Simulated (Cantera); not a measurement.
Feed: 1 mol n-butane, 0.072 mol CO2, equilibrated at 5600000 Pa.

These are equilibrium values from Cantera (NASA tables, ideal gas, pure condensed phases), not measurements of a reactor. Candidate condensed phases: C, C6H6, C7H8, C8H18, H2O; 110 gas species. The ideal-gas law is rough above about 30 bar. Kinetics and transport are ignored. All values below are at 827 °C.

Base state: H2 0.485, CH4 0.473, H2O 0.0288, CO 0.0119, CO2 0.000695, C2H6 0.000182, C2H4 1.18e-5 (mole fractions); condensed: C(graphite).

### Question
What changes in the equilibrium state with this change: CO2 from 0.072 to 1.1 mol?

### Answer
```csv
species,before,after
H2,0.485,0.353
CH4,0.473,0.250
H2O,0.0288,0.209
CO2,0.000695,0.0695
CO,0.0119,0.119
C2H6,0.000182,6.97e-5
C2H4,1.18e-5,6.22e-6
"C(graphite), mol",2.41,3.04
```
